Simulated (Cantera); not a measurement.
Mixture: CH4 : H2 : O2 : N2 : H2O = 1 : 0.3 : 3.98 : 23.9 : 2.2 (molar parts), at 40.0 bar, adiabatic and at constant pressure. Ignition delay is the time to a rise of 400 K.

Computed with Cantera and GRI-Mech 3.0 (53 species, 325 reactions). The pressure lies above the range GRI-Mech 3.0 was tuned for (to about 10 atm). Below about 1000 K GRI-Mech 3.0 lacks low-temperature oxidation paths.

Task: Predict: delay at 950 K; delay at 1000 K; delay at 1050 K; delay at 1100 K; delay at 1150 K; delay at 1200 K; apparent activation energy between 1100 and 1200 K.

Result: 
```
Item                                                     Value
--------------------------------------------------  ----------
delay at 950 K                                         35.7 ms
delay at 1000 K                                        12.2 ms
delay at 1050 K                                        4.79 ms
delay at 1100 K                                        2.11 ms
delay at 1150 K                                        1.02 ms
delay at 1200 K                                       0.531 ms
apparent activation energy between 1100 and 1200 K  150 kJ/mol
```
